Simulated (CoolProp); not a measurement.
Computed with CoolProp (reference Helmholtz-energy equation of state, Thol 2016).

### Question
Give the vapour pressure (bar), vapour density (kg/m³), liquid cp (kJ/(kg K)), surface tension (mN/m) of saturated hexamethyldisiloxane (MM) at 252.5, 274.4 K.

### Answer
| T (K) | p (bar) | vapour density (kg/m³) | liquid cp (kJ/(kg K)) | surface tension (mN/m) |
|---|---|---|---|---|
| 252.5 | 0.00323 | 0.0250 | 1.79 | 19.6 |
| 274.4 | 0.0147 | 0.105 | 1.84 | 17.6 |

Surface tension comes from a separate correlation (Mulero 2014), older than this fluid's equation and unchecked against measurements.
